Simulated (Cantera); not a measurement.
A Cantera script and its output.

```python
import numpy as np
import cantera as ct

gas = ct.Solution("gri30.yaml")
gas.TPX = 1200, 1700, {'N2O': 1, 'O2': 0.37}
reactor = ct.IdealGasConstPressureReactor(gas, energy="off", clone=False)
net = ct.ReactorNet([reactor])
net.rtol, net.atol = 1e-08, 1e-18
show = ['N2O', 'O2', 'O', 'NO', 'NO2', 'N2']
times = np.geomspace(1e-05, 6, 15)

steps = ct.SolutionArray(gas, extra=["t"])
rows = []
print(f"{'t/s':>10s}{'T/K':>9s}{'P/Pa':>11s}" + "".join(f"{s:>11s}" for s in show))
for t in times:
    while net.time < t:
        t_next = net.step()
        steps.append(gas.state, t=t_next)
    rows.append([np.interp(t, steps.t, y) for y in (steps.T, steps.P, *steps(*show).X.T)])
    print(f"{t:10.3e}{rows[-1][0]:9.1f}{rows[-1][1]:11.4g}" + "".join(f"{x:11.3e}" for x in rows[-1][2:]))
rate = np.gradient(steps.T, steps.t)
print("integrator steps:", len(steps.t))
if steps.T.max() > steps.T[0] + 200:
    print(f"time of steepest temperature rise: {steps.t[rate.argmax()]:.4e} s")
gas.TPX = 1200, 1700, {'N2O': 1, 'O2': 0.37}
gas.equilibrate("TP")
print(f"equilibrium (TP): T = {gas.T:.1f} K  " + "  ".join(f"{s} {gas[s].X[0]:.3e}" for s in show))
```

It prints:

```
       t/s      T/K       P/Pa        N2O         O2          O         NO        NO2         N2
 1.000e-05   1200.0       1700  7.299e-01  2.701e-01  3.789e-08  8.398e-11  5.350e-20  3.864e-08
 2.587e-05   1200.0       1700  7.299e-01  2.701e-01  9.640e-08  5.527e-10  9.331e-19  1.014e-07
 6.690e-05   1200.0       1700  7.299e-01  2.701e-01  2.390e-07  3.607e-09  1.727e-17  2.715e-07
 1.731e-04   1200.0       1700  7.299e-01  2.701e-01  5.558e-07  2.239e-08  3.259e-16  7.581e-07
 4.476e-04   1200.0       1700  7.299e-01  2.701e-01  1.113e-06  1.261e-07  6.271e-15  2.252e-06
 1.158e-03   1200.0       1700  7.299e-01  2.701e-01  1.668e-06  5.799e-07  1.018e-13  6.907e-06
 2.995e-03   1200.0       1700  7.299e-01  2.701e-01  1.828e-06  2.022e-06  1.137e-12  2.009e-05
 7.746e-03   1200.0       1700  7.298e-01  2.701e-01  1.832e-06  5.837e-06  9.335e-12  5.456e-05
 2.004e-02   1200.0       1700  7.297e-01  2.701e-01  1.832e-06  1.571e-05  6.728e-11  1.437e-04
 5.182e-02   1200.0       1700  7.294e-01  2.702e-01  1.832e-06  4.122e-05  4.573e-10  3.742e-04
 1.340e-01   1200.0       1700  7.285e-01  2.704e-01  1.832e-06  1.072e-04  2.989e-09  9.698e-04
 3.467e-01   1200.0       1700  7.263e-01  2.709e-01  1.831e-06  2.772e-04  1.823e-08  2.506e-03
 8.968e-01   1200.0       1700  7.206e-01  2.722e-01  1.831e-06  7.140e-04  9.822e-08  6.453e-03
 2.320e+00   1200.0       1700  7.062e-01  2.755e-01  1.831e-06  1.824e-03  4.170e-07  1.648e-02
 6.000e+00   1200.0       1700  6.705e-01  2.837e-01  1.830e-06  4.566e-03  1.334e-06  4.127e-02
integrator steps: 402
equilibrium (TP): T = 1200.0 K  N2O 1.814e-09  O2 4.651e-01  O 1.319e-07  NO 2.410e-04  NO2 7.878e-07  N2 5.346e-01
```

Computed with Cantera and GRI-Mech 3.0 (53 species, 325 reactions). GRI-Mech 3.0 was tuned for natural gas; its chemistry of N2O as a main component is partial and can be far from experiment. Radical loss at walls, strong at low pressure, is not modelled. The mechanism lacks the step 2 NO + O2 → 2 NO2, which can matter for NO2 below about 1400 K. The temperature is held fixed by assumption; the heat of reaction is taken as removed at once.
